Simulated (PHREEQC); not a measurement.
Consider water at 25 °C with 0.69 mol NaCl, 0.025 mol Na2B4O7 and 0.14 mol KBr per kg of water. Closed to the air; pH follows from the charge balance.

All values are PHREEQC results (Pitzer model, pitzer.dat), not measurements.

| quantity | before | after |
|---|---|---|
| pH | 8.95 | 9.17 |
| SI of Halite (NaCl) | -2.25 | -5.96 |

Name the change that produced these shifts.
A) KBr from 0.14 to 0.126 mol/kgw
B) diluted 100-fold with water
C) KBr left out
D) Na2B4O7 left out

B, diluted 100-fold with water

Precipitation was switched off in this run.
